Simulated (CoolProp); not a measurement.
Vapour-liquid equilibrium of R22 (1) + acetone (2) at 294.2 K; x and y are mole fractions of (1).

The numbers come from the multi-fluid Helmholtz-energy mixture model, Kamei 1995 and Lemmon 2006; pair parameters Bell 2016 in CoolProp.

```csv
x,"bubble pressure, mixture model (kPa)","bubble pressure, Raoult's law (kPa)","y, mixture model","y, Raoult's law"
0.05,64.42,71.40,0.609,0.656
0.2,140.2,208.1,0.836,0.901
0.35,212.2,344.8,0.906,0.951
0.5,314.4,481.4,0.951,0.973
0.65,466.0,618.1,0.979,0.985
0.8,666.9,754.8,0.993,0.993
0.95,876.6,891.5,0.999,0.999
```

The largest gap from Raoult's law is -38.5 % in bubble pressure, at x = 0.35. No azeotrope shows between x = 0.05 and 0.95.

Pair parameters are fitted to limited data, so mixtures are less certain than the pure fluids.
